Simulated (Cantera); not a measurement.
# Adiabatic ignition

An adiabatic, constant-pressure homogeneous reactor starts with 5.80 % CH4, 0.330 % C2H6, 0.696 % C3H8, 19.5 % O2, 73.6 % N2, equivalence ratio 0.83, at 1525 K and 4.10 bar.

Model: GRI-Mech 3.0 (53 species, 325 reactions), integrated in Cantera.

```
t (s)     T (K)   x CH4   x C2H6   x C3H8      x CO    x CH2    x HCO   x H2O2
--------  -----  ------  -------  -------  --------  -------  -------  -------
6.00e-6    1523  0.0577  0.00325  0.00655   1.06e-5  3.10e-8  3.39e-8  3.57e-6
2.23e-5    1534  0.0551  0.00343  0.00477  0.000587  1.32e-7  7.36e-7  9.13e-6
8.28e-5    2745  <1e-12   <1e-12   <1e-12    0.0252   <1e-12  3.96e-8  5.60e-7
0.000307   2788  <1e-12   <1e-12   <1e-12    0.0222   <1e-12  2.86e-8  6.41e-7
0.00114    2778  <1e-12   <1e-12   <1e-12    0.0222   <1e-12  2.80e-8  6.06e-7
0.00424    2775  <1e-12   <1e-12   <1e-12    0.0222   <1e-12  2.79e-8  5.96e-7
0.0158     2775  <1e-12   <1e-12   <1e-12    0.0222   <1e-12  2.79e-8  5.96e-7
0.0585     2775  <1e-12   <1e-12   <1e-12    0.0222   <1e-12  2.79e-8  5.96e-7
0.217      2775  <1e-12   <1e-12   <1e-12    0.0222   <1e-12  2.79e-8  5.96e-7
0.808      2775  <1e-12   <1e-12   <1e-12    0.0222   <1e-12  2.79e-8  5.96e-7
3.00       2775  <1e-12   <1e-12   <1e-12    0.0222   <1e-12  2.79e-8  5.96e-7
```
x: mole fraction; the columns are a selection and need not sum to one.

```yaml
time_of_steepest_temperature_rise: 54.1 µs
temperature at 3.00 s: 2775 K
equilibrium_temperature: 2775 K
x(CH4) at 3.00 s: <1e-12 (gas-phase equilibrium <1e-12)
x(C2H6) at 3.00 s: <1e-12 (gas-phase equilibrium <1e-12)
x(C3H8) at 3.00 s: <1e-12 (gas-phase equilibrium <1e-12)
```
